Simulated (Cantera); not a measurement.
An adiabatic, constant-pressure homogeneous reactor starts with 19.6 % H₂, 15.6 % O₂, 58.5 % N₂, 0.141 % NO, 6.09 % CO₂, at 998 K and 300000 Pa.

Cantera simulation using GRI-Mech 3.0 (53 species, 325 reactions); the numbers are that mechanism's predictions, not measurements. The hydrogen kinetics of GRI-Mech 3.0 are dated; newer H2 mechanisms differ, most at raised pressure. The mechanism lacks 2 NO + O2 → 2 NO2 and HONO, so NO2 and the effect of NO are under-described below about 1400 K.

x: mole fraction; the columns are a selection and need not sum to one.

```tsv
t (s)	T (K)	x H₂	x O₂	x NO	x N₂O	x OH	x H
1.00e-6	998	0.196	0.156	0.00141	<1e-12	2.89e-12	4.36e-11
3.16e-6	998	0.196	0.156	0.00141	<1e-12	1.08e-11	1.10e-10
1.00e-5	998	0.196	0.156	0.00141	4.84e-12	4.50e-11	3.64e-10
3.16e-5	998	0.196	0.156	0.00141	1.02e-10	4.09e-10	3.04e-9
0.000100	998	0.196	0.156	0.00141	[?]	[?]	[?]
0.000316	2296	[?]	0.0636	0.00157	[?]	[?]	[?]
0.00100	2307	0.00106	0.0633	0.00165	6.50e-7	0.00620	0.000191
0.00316	2307	0.00106	0.0632	0.00191	6.49e-7	0.00619	0.000190
0.0100	2306	0.00106	0.0628	0.00267	6.49e-7	0.00615	0.000188
0.0316	2302	0.00105	0.0619	0.00453	6.50e-7	0.00606	0.000184
0.100	2298	0.00103	0.0607	0.00697	6.57e-7	0.00593	0.000179
```

**Question.** Fill in the missing entries.

**Answer.** 
- 0.000100, x N₂O: 2.95e-8
- 0.000100, x OH: 9.52e-8
- 0.000100, x H: 6.80e-7
- 0.000316, x H₂: 0.00136
- 0.000316, x N₂O: 7.43e-7
- 0.000316, x OH: 0.00688
- 0.000316, x H: 0.000276
